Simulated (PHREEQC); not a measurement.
## Metal-bearing waste water: an equilibrium model

A solution holds 0.0019 mol CuSO4, 0.0041 mol CuCl2, 0.15 mol H2SO4 and 0.00044 mol Na2SO4 per kg of water, at 20 °C. Closed to the air; pH follows from the charge balance.

The numbers come from PHREEQC with the ion-association model, phreeqc.dat.

Each row changes one thing in this solution. No solid was allowed to form.

| case | pH | ionic strength (mol/kgw) | HSO4- (mol/kgw) | SO4-2 (mol/kgw) | Cu+2 (mol/kgw) | CuSO4 (mol/kgw) |
|---|---|---|---|---|---|---|
| as made | 0.85 | 0.215 | 0.124 | 0.0263 | 0.00410 | 0.00188 |
| diluted 100-fold with water | 2.59 | 0.00421 | 0.000236 | 0.00128 | 5.23e-5 | 7.67e-6 |
| CuSO4 left out | 0.85 | 0.212 | 0.123 | 0.0259 | 0.00281 | 0.00128 |
| diluted 5-fold with water | 1.46 | 0.0549 | 0.0189 | 0.0112 | 0.000818 | 0.000381 |
| CuCl2 left out | 0.86 | 0.206 | 0.125 | 0.0263 | 0.00129 | 0.000611 |
| Na2SO4 from 0.00044 to 0.000484 mol/kgw | 0.85 | 0.215 | 0.124 | 0.0263 | 0.00410 | 0.00188 |
| temperature from 20 to 60 °C | 0.90 | 0.189 | 0.139 | 0.0126 | 0.00464 | 0.00122 |

Complexes and solids missing from the database can't appear. Away from 25 °C the constants follow the database's enthalpies or fits; those with neither stay at their 25 °C values.
